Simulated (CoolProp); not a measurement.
Vapour-liquid equilibrium of CH2F2 (R32) (1) + R143a (2) at 241.3 K; x and y are mole fractions of (1).

The numbers come from the multi-fluid Helmholtz-energy mixture model, Tillner-Roth 1997 and Lemmon and Jacobsen 2000; pair parameters Bell 2016 in CoolProp.

| x | bubble pressure (MPa) | y at the bubble point | dew pressure at overall composition x (MPa) | liquid density (mol/L) |
|---|---|---|---|---|
| 0.05 | 0.2068 | 0.081 | 0.2040 | 13.64 |
| 0.15 | 0.2199 | 0.218 | 0.2134 | 14.23 |
| 0.25 | 0.2308 | 0.332 | 0.2230 | 14.87 |
| 0.35 | 0.2397 | 0.431 | 0.2325 | 15.57 |
| 0.45 | 0.2467 | 0.518 | 0.2414 | 16.34 |
| 0.55 | 0.2521 | 0.599 | 0.2490 | 17.18 |
| 0.65 | 0.2558 | 0.678 | 0.2546 | 18.11 |
| 0.75 | 0.2577 | 0.758 | 0.2576 | 19.13 |
| 0.85 | 0.2578 | 0.845 | 0.2577 | 20.27 |
| 0.95 | 0.2555 | 0.943 | 0.2552 | 21.54 |

y crosses x between x = 0.75 and 0.85: the model has an azeotrope there.

The pair parameters rest on a limited set of measurements; away from them the model extrapolates.
